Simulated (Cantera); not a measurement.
A perfectly stirred reactor is fed with 1.21 % CH4, 1.70 % C2H6, 0.630 % C3H8, 14.4 % O2, 82.0 % N2, equivalence ratio 0.80, at 760 Torr; it is adiabatic with a 450 K inlet, and is followed from long to short residence time, starting on the burning branch (τ in s: 0.1, 0.048, 0.023, 0.011, 0.005, 0.0023, 0.0011, 0.00051, 0.00024, 0.00011, 5.3e-05, 2.5e-05, 1.2e-05).

Detailed kinetics in Cantera: GRI-Mech 3.0 (53 species, 325 reactions). GRI-Mech 3.0 was tuned for natural gas; its chemistry of propane as a main component is partial and can be far from experiment.

x: mole fraction; the columns are a selection and need not sum to one.

```
τ (s)    T (K)     x CH4   x C2H6   x C3H8     x NO    x C2H    x NO2
-------  -----  --------  -------  -------  -------  -------  -------
0.10      1742   2.33e-6  7.40e-7  2.68e-7  2.34e-5  2.15e-9  2.33e-8
0.048     1735   3.70e-6  1.22e-6  4.45e-7  2.13e-5  3.16e-9  1.84e-8
0.023     1725   5.95e-6  1.99e-6  7.26e-7  1.97e-5  4.42e-9  1.45e-8
0.011     1711         ?        ?        ?  1.88e-5        ?        ?
0.0050    1689   1.72e-5  5.68e-6  1.99e-6  1.80e-5  7.42e-9  9.49e-9
0.0023    1660   3.17e-5  1.01e-5  3.44e-6  1.65e-5  9.02e-9  7.58e-9
0.0011    1622   6.15e-5  1.87e-5  6.19e-6  1.37e-5  1.07e-8  5.78e-9
0.00051   1565  0.000148  4.18e-5  1.35e-5  8.96e-6  1.31e-8  3.90e-9
0.00024    450    0.0121   0.0170  0.00630   <1e-12   <1e-12   <1e-12
0.00011    450    0.0121   0.0170  0.00630   <1e-12   <1e-12   <1e-12
5.3e-5     450    0.0121   0.0170  0.00630   <1e-12   <1e-12   <1e-12
2.5e-5     450    0.0121   0.0170  0.00630   <1e-12   <1e-12   <1e-12
1.2e-5     450    0.0121   0.0170  0.00630   <1e-12   <1e-12   <1e-12
```

Q: Complete the blanks.

A: 
- 0.011, x CH4: 9.78e-6
- 0.011, x C2H6: 3.28e-6
- 0.011, x C3H8: 1.18e-6
- 0.011, x C2H: 5.84e-9
- 0.011, x NO2: 1.17e-8
